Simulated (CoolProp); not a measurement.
The fluid at 365.41 K and 2.89 MPa (gas) is heated at constant pressure to 416.4 K. The same conditions are run with several fluids, on thermodynamics alone (safety and materials aside).

Values from CoolProp's reference Helmholtz-energy equation of state of each fluid (R407C: Lemmon 2003; R125: Lemmon 2005; CF4 (R14): Platzer 1990; nitrous oxide: Lemmon 2006; R404A: Lemmon 2003). The equations of Platzer and Polt are older, rougher fits. Blends and air are pseudo-pure fits.

```csv
fluid,heat (kJ/kg),final density (kg/m³)
R407C,61.7,83.8
R125,55.1,116
CF4 (R14),43.2,74.8
nitrous oxide,53.8,38.7
R404A,62.9,95.9
```
